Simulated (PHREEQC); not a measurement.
Make-up at 45 °C: 0.22 mol Ni(NO3)2, 0.43 mol NaCl and 0.064 mol H2SO4 per kg of water. Closed to the air; pH follows from the charge balance.

Computed with PHREEQC (ion-association model, wateq4f.dat).

```
quantity                    before    after
------------------------  --------  -------
pH                            1.15     5.28
ionic strength (mol/kgw)      1.01    0.955
Ni+2 (mol/kgw)               0.147    0.162
NiOH+ (mol/kgw)           5.01e-10  7.17e-6
SI of Halite (NaCl)          -2.83    -2.82
```

Question: Name the change that produced these shifts.
(A) 0.12 mol/kgw LiOH added
(B) H2SO4 left out
(C) H2SO4 from 0.064 to 0.32 mol/kgw
(D) temperature from 45 to 5 °C

Answer: B, H2SO4 left out

Precipitation was switched off in this run. The ionic strength passes 0.7 mol/kgw, the rough limit of the ion-association models, in every such run. At this temperature some constants are extrapolated from 25 °C, and those without enthalpy data are left unchanged.
